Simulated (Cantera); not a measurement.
Charge: 1 mol HCl, 3.1 mol H2O, 0.19 mol O2, held at 427 °C and 2.10e7 Pa.

These are equilibrium values from Cantera (NASA tables, ideal gas, pure condensed phases), not measurements of a reactor. Candidate condensed phases: H2O; 14 gas species. The ideal-gas law is rough above about 30 bar. The numbers say what is thermodynamically allowed, not how fast it happens.

Base state: H2O 0.828, HCl 0.0867, Cl2 0.0777, O2 0.00714 (mole fractions); condensed: gas only.

Task: What changes in the equilibrium state with this change: pressure from 2.10e7 Pa to 1000 Pa?

Result: 
| species | before | after |
|---|---|---|
| H2O | 0.828 | 0.735 |
| HCl | 0.0867 | 0.216 |
| O2 | 0.00714 | 0.0400 |
| Cl2 | 0.0777 | 0.00891 |
